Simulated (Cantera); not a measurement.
Input: 1 mol Si, 0.19 mol H2O, 120 mol H2, at 2073 K and 0.0133 bar.

These are equilibrium values from Cantera (NASA tables, ideal gas, pure condensed phases), not measurements of a reactor. Candidate condensed phases: H2O, Si, SiO2; 18 gas species. Gases not in the tables: Si2H6 and higher silanes. Equilibrium is a limit: real reactors are often held back by kinetics, nucleation or transport.

Base state: H2 0.969, H 0.0224, Si 0.00595, SiO 0.00155, SiH 0.000389, SiH2 0.000122, Si2 5.82e-5 (mole fractions); condensed: gas only.

Question: What changes in the equilibrium state with this change: temperature from 2073 K to 1998 K?

Answer: 
| species | before | after |
|---|---|---|
| H2 | 0.969 | 0.981 |
| H | 0.0224 | 0.0138 |
| Si | 0.00595 | 0.00319 |
| Si2 | 5.82e-5 | 3.29e-5 |
| SiH | 0.000389 | 0.000249 |
| Si(l), mol | 0 | 0.369 |

Question: What changes in the equilibrium state with this change: Si replaced by SiC?

Answer: 
| species | before | after |
|---|---|---|
| H2 | 0.969 | 0.974 |
| H | 0.0224 | 0.0225 |
| Si | 0.00595 | 0.00146 |
| CO | 0 | 0.00144 |
| C2H2 (acetylene) | 0 | 0.000158 |
| Si2C | 0 | 5.39e-5 |
| SiC2 | 0 | 1.11e-5 |
| Si2 | 5.82e-5 | 3.51e-6 |
| SiC(s), mol | 0 | 0.776 |
Further candidate phases: C, C6H6, C7H8, C8H18, SiC.

Question: What changes in the equilibrium state with this change: H2O from 0.19 to 1.4 mol?

Answer: 
```tsv
species	before	after
H2	0.969	0.966
H	0.0224	0.0224
SiO	0.00155	0.00808
Si	0.00595	1.39e-7
H2O	1.45e-8	0.00322
Si2	5.82e-5	<1e-9
SiH2	0.000122	2.84e-9
SiH	0.000389	9.06e-9
```
